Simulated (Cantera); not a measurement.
# Hydrocarbon pyrolysis for carbon deposition

A perfectly stirred reactor is fed with C2H6 : N2 : H2O = 1 : 19 : 0.31 (molar parts), at 0.0132 atm; it is held at 1798 K, and followed from long to short residence time.

Detailed kinetics in Cantera: GRI-Mech 3.0 (53 species, 325 reactions). GRI-Mech 3.0 stops at C3 and has no aromatics, soot or wall deposition, so with more carbon than oxygen in the feed, carbon stays in small species such as C2H2 where larger ones or solid carbon would form. Radical loss at walls, strong at low pressure, is not modelled.

```csv
τ (s),x C2H6,x C2H,x H2,x C2H2,x CH3,x C2H4
1.8,6.73e-6,3.38e-6,0.0969,0.0391,0.000434,4.51e-5
0.96,1.24e-5,3.62e-6,0.0936,0.0396,0.000583,7.93e-5
0.52,2.26e-5,3.90e-6,0.0903,0.0400,0.000780,0.000137
0.28,4.11e-5,4.20e-6,0.0869,0.0400,0.00105,0.000238
0.15,7.50e-5,4.52e-6,0.0835,0.0397,0.00142,0.000412
0.084,0.000131,4.84e-6,0.0801,0.0391,0.00188,0.000680
0.046,0.000232,5.17e-6,0.0762,0.0379,0.00253,0.00113
0.025,0.000413,5.49e-6,0.0718,0.0362,0.00341,0.00186
0.014,0.000714,5.75e-6,0.0668,0.0339,0.00453,0.00293
0.0075,0.00128,5.90e-6,0.0607,0.0305,0.00612,0.00462
0.0041,0.00225,5.82e-6,0.0537,0.0261,0.00813,0.00688
```
x: mole fraction; the columns are a selection and need not sum to one.
